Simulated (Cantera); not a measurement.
Source: NASA polynomial tables (part measured, part estimated), evaluated in Cantera. Values are per mole of reaction as written; species without (g) are pure solids or liquids, kept so even where they would boil at 1 bar.

Ca + Cl₂(g) = CaCl₂

| T (K) | ΔH° (kJ) | ΔS° (J/K) | ΔG° (kJ) | log10 K |
|---|---|---|---|---|
| 300 | -795.8 | -160.9 | -747.5 | 130.15 |
| 375 | -794.8 | -157.9 | -735.6 | 102.46 |
| 400 | ___ | ___ | ___ | ___ |
| 425 | -794.1 | -156.3 | -727.7 | 89.44 |
| 450 | ___ | ___ | ___ | ___ |
| 475 | -793.5 | -154.9 | -719.9 | 79.17 |
| 500 | ___ | ___ | ___ | ___ |
| 525 | -792.9 | -153.6 | -712.2 | 70.86 |
| 550 | -792.6 | -153.1 | -708.4 | 67.27 |

Task: Some entries are withheld; supply them.

Result: 
- 400, ΔH° (kJ): -794.5
- 400, ΔS° (J/K): -157.1
- 400, ΔG° (kJ): -731.6
- 400, log10 K: 95.54
- 450, ΔH° (kJ): -793.8
- 450, ΔS° (J/K): -155.6
- 450, ΔG° (kJ): -723.8
- 450, log10 K: 84.02
- 500, ΔH° (kJ): -793.2
- 500, ΔS° (J/K): -154.2
- 500, ΔG° (kJ): -716.1
- 500, log10 K: 74.81
